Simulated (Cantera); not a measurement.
A closed system holds: 1 mol PbO, 0.093 mol O2, 14 mol N2, held at 1173 K and 2.63 Torr.

These are equilibrium values from Cantera (NASA tables, ideal gas, pure condensed phases), not measurements of a reactor. Candidate condensed phases: Pb, PbO, PbO2, Pb3O4; 12 gas species. Kinetics and transport are ignored.

Task: What is the equilibrium state?

Result: 
```
Property                               Result
----------------------------------  ---------
x(N2)                                   0.981
x(PbO)                                 0.0110
x(O2)                                 0.00684
x(Pb)                                0.000664
x(NO)                                 3.19e-5
n(PbO(l))                           0.833 mol
gas amount                          14.26 mol
log10 activity of Pb(l) (absent)        -2.26
log10 activity of PbO2(s) (absent)      -4.86
```
